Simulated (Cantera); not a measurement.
An isothermal, constant-pressure homogeneous reactor starts with NO : N₂ = 1 : 0.77 (molar parts), at 1723 K and 170000 Pa. Integrator tolerance rtol = 1e-08.

Cantera simulation using GRI-Mech 3.0 (53 species, 325 reactions); the numbers are that mechanism's predictions, not measurements.

Q: What does this change do: NO 1 to 0.31 parts?

A: 
```csv
quantity,before,after
x(NO) at 10.0 s,0.161 (gas-phase equilibrium 0.00350),0.127 (gas-phase equilibrium 0.00272)
x(O₂) at 10.0 s,0.202 (gas-phase equilibrium 0.281),0.0798 (gas-phase equilibrium 0.142)
x(NO₂) at 10.0 s,0.000610 (gas-phase equilibrium 1.56e-5),0.000304 (gas-phase equilibrium 8.65e-6)
x(N₂) at 10.0 s,0.637 (gas-phase equilibrium 0.716),0.793 (gas-phase equilibrium 0.855)
x(O) at 10.0 s,1.98e-5 (gas-phase equilibrium 2.32e-5),1.25e-5 (gas-phase equilibrium 1.65e-5)
```
